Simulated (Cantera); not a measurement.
A perfectly stirred reactor is fed with 25.4 % H2, 74.6 % O2, equivalence ratio 0.17, at 10.00 Torr; it is held at 1325 K, and followed from long to short residence time.

Cantera simulation using the H2/O2 subset of GRI-Mech 3.0, which has no nitrogen chemistry; the numbers are that mechanism's predictions, not measurements. Radical loss at walls, strong at low pressure, is not modelled. The temperature is held fixed by assumption; the heat of reaction is taken as removed at once.

Question: Predict: x(H2) at τ = 0.960 s; x(O2) at τ = 0.960 s; x(OH) at τ = 0.960 s; x(H2O2) at τ = 0.960 s; x(O) at τ = 0.960 s; x(H2) at τ = 12.0 ms; x(O2) at τ = 12.0 ms; x(OH) at τ = 12.0 ms; x(H2O2) at τ = 12.0 ms; x(O) at τ = 12.0 ms.

Answer: 
- x(H2) at τ = 0.960 s: 0.000995
- x(O2) at τ = 0.960 s: 0.704
- x(OH) at τ = 0.960 s: 0.00432
- x(H2O2) at τ = 0.960 s: 2.20e-7
- x(O) at τ = 0.960 s: 0.00425
- x(H2) at τ = 12.0 ms: 0.0120
- x(O2) at τ = 12.0 ms: 0.647
- x(OH) at τ = 12.0 ms: 0.0146
- x(H2O2) at τ = 12.0 ms: 3.81e-7
- x(O) at τ = 12.0 ms: 0.0545
